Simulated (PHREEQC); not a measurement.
Solution (25 °C): 0.032 mol/kgw HF, 0.0023 mol/kgw (CH3)4NF, 0.0019 mol/kgw (NH4)2SiF6 and 0.25 mol/kgw H2SO4. Closed to the air; pH follows from the charge balance.

The numbers come from PHREEQC with the ion-association model, wateq4f.dat.

```json
[
 {"quantity": "pH", "before": "0.66", "after": "0.66"},
 {"quantity": "ionic strength (mol/kgw)", "before": "0.315", "after": "0.315"},
 {"quantity": "HF (mol/kgw)", "before": "0.0293", "after": "0.0167"},
 {"quantity": "H2F2 (mol/kgw)", "before": "0.00241", "after": "0.000779"},
 {"quantity": "F- (mol/kgw)", "before": "0.000145", "after": "8.23e-5"},
 {"quantity": "HF2- (mol/kgw)", "before": "1.75e-5", "after": "5.66e-6"},
 {"quantity": "SI of Quartz (SiO2)", "before": "-2.79", "after": "-1.32"}
]
```

**Question.** Which change was made?
(A) (CH3)4NF from 0.0023 to 0.00046 mol/kgw
(B) HF left out
(C) HF from 0.032 to 0.016 mol/kgw
(D) H2SO4 left out
(E) temperature from 25 to 10 °C

**Answer.** C, HF from 0.032 to 0.016 mol/kgw

Precipitation was switched off in this run. (CH3)4N+ isn't in the database: it is added as a free cation with an ion size of 4 Å. wateq4f.dat counts part of the HF as a dimer, H2F2, which phreeqc.dat doesn't know; its constant is uncertain. SiF6-2 is the database's only silicon fluoride.
